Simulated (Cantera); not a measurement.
A Cantera script and its output.

```python
import numpy as np
import cantera as ct

gas = ct.Solution("gri30.yaml")
gas.TPX = 1950, 18000, {'C2H4': 1, 'H2': 80}
inlet = ct.Reservoir(gas, clone=True)

reactor = ct.IdealGasConstPressureReactor(gas, energy="off", clone=False)
exhaust = ct.Reservoir(gas, clone=True)
tau = [7.5, 3, 1.2, 0.5, 0.2, 0.083, 0.034, 0.014, 0.0056, 0.0023][0]
for a, b in ((inlet, reactor), (reactor, exhaust)):
    ct.MassFlowController(a, b, mdot=lambda t: reactor.mass / tau)
net = ct.ReactorNet([reactor])
show = ['C2H4', 'H2', 'CH4', 'CH3', 'C2H6']

rows = []
print(f"{'tau/s':>10s}{'T/K':>9s}" + "".join(f"{s:>11s}" for s in show))
for tau in [7.5, 3, 1.2, 0.5, 0.2, 0.083, 0.034, 0.014, 0.0056, 0.0023]:
    net.initial_time = 0.0
    net.advance(30 * tau)
    before = gas.X
    net.advance(40 * tau)
    drift = np.max(np.abs(gas.X - before) / (gas.X + 1e-9))
    rows.append([gas.T, *gas[show].X, drift])
    print(f"{tau:10.3e}{gas.T:9.1f}" + "".join(f"{x:11.3e}" for x in gas[show].X))
```

Output:

```
     tau/s      T/K       C2H4         H2        CH4        CH3       C2H6
 7.500e+00   1950.0  1.903e-05  9.849e-01  3.859e-04  2.094e-05  2.016e-09
 3.000e+00   1950.0  1.922e-05  9.849e-01  3.684e-04  1.993e-05  1.898e-09
 1.200e+00   1950.0  1.970e-05  9.850e-01  3.285e-04  1.762e-05  1.652e-09
 5.000e-01   1950.0  2.084e-05  9.851e-01  2.547e-04  1.337e-05  1.289e-09
 2.000e-01   1950.0  2.398e-05  9.853e-01  1.510e-04  7.410e-06  1.011e-09
 8.300e-02   1950.0  3.291e-05  9.857e-01  7.596e-05  3.139e-06  1.147e-09
 3.400e-02   1950.0  6.484e-05  9.864e-01  3.886e-05  1.105e-06  1.977e-09
 1.400e-02   1950.0  1.886e-04  9.870e-01  2.308e-05  3.684e-07  4.335e-09
 5.600e-03   1950.0  6.313e-04  9.874e-01  1.476e-05  1.263e-07  9.318e-09
 2.300e-03   1950.0  1.770e-03  9.876e-01  9.383e-06  5.228e-08  1.681e-08
```

Computed with Cantera and GRI-Mech 3.0 (53 species, 325 reactions). GRI-Mech 3.0 was tuned for natural gas; its chemistry of ethylene as a main component is partial and can be far from experiment. GRI-Mech 3.0 stops at C3 and has no aromatics, soot or wall deposition, so with more carbon than oxygen in the feed, carbon stays in small species such as C2H2 where larger ones or solid carbon would form.
